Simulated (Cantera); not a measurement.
A closed system holds: 1 mol SiC, 1.3 mol O₂, 120 mol H₂, held at 15.0 Pa.

Cantera equilibrium calculation (NASA polynomials, part measured and part estimated; ideal gas, pure solids and liquids). Candidate condensed phases: C, C₆H₆, C₇H₈, C₈H₁₈, H₂O, Si, SiC, SiO₂; 123 gas species. Mutual solubility and eutectic melting of coexisting phases are not modelled. The tables hold silica as quartz up to 1696 K and as liquid above; real silica turns to tridymite and cristobalite and melts near 1996 K. Equilibrium is a limit: real reactors are often held back by kinetics, nucleation or transport.

x: gas mole fraction; n: condensed amount in mol.

| T (°C) | x H₂ | x H | x CO | x SiO | n C(graphite) | n SiO₂(β-quartz) | n SiC(s) |
|---|---|---|---|---|---|---|---|
| 750 | 0.995 | 3.37e-7 | 0.00498 | 7.36e-8 | 0.399 | … | 0 |
| 850 | 0.993 | 3.46e-6 | 0.00718 | 1.97e-5 | 0 | … | 0.132 |
| 950 | 0.991 | 2.44e-5 | 0.00760 | 0.00132 | 0 | … | 0.0800 |
| 1050 | 0.988 | 0.000129 | 0.00824 | 0.00330 | 0 | 0.599 | 0 |
| 1150 | 0.987 | 0.000539 | 0.00823 | 0.00359 | 0 | 0.564 | 0 |
| 1250 | 0.980 | 0.00187 | 0.00819 | 0.00657 | 0 | … | 0 |
| 1350 | 0.973 | 0.00557 | 0.00816 | 0.00817 | 0 | 0 | 0 |
| 1450 | 0.964 | 0.0146 | 0.00813 | 0.00814 | 0 | 0 | 0 |
| 1550 | 0.945 | 0.0344 | 0.00805 | 0.00806 | 0 | 0 | 0 |
| 1650 | 0.906 | 0.0732 | 0.00789 | 0.00790 | 0 | 0 | 0 |
| 1750 | 0.838 | 0.142 | 0.00761 | 0.00761 | 0 | 0 | 0 |

Problem. Complete the blanks.

Solution. 
- 750, n SiO₂(β-quartz): 1.000
- 850, n SiO₂(β-quartz): 0.865
- 950, n SiO₂(β-quartz): 0.760
- 1250, n SiO₂(β-quartz): 0.199
